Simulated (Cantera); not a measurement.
An isothermal, constant-pressure homogeneous reactor starts with 99.1 % N2O, 0.941 % H2O, at 1048 K and 0.0207 atm.

Cantera simulation using GRI-Mech 3.0 (53 species, 325 reactions); the numbers are that mechanism's predictions, not measurements. GRI-Mech 3.0 was tuned for natural gas; its chemistry of N2O as a main component is partial and can be far from experiment. Radical loss at walls, strong at low pressure, is not modelled. The mechanism lacks the step 2 NO + O2 → 2 NO2, which can matter for NO2 below about 1400 K. The temperature is held fixed by assumption; the heat of reaction is taken as removed at once.

One state of this run: x N2O = 0.920; x H2O = 0.00919; x NO2 = 0.000214; x O = 1.11e-7; x O2 = 0.0223. x: mole fraction; the columns are a selection and need not sum to one.

Problem. Which value of t (s) does it belong to?
(A) 100
(B) 3.81e-5
(C) 0.000242
(D) 0.0617

Solution. A, 100
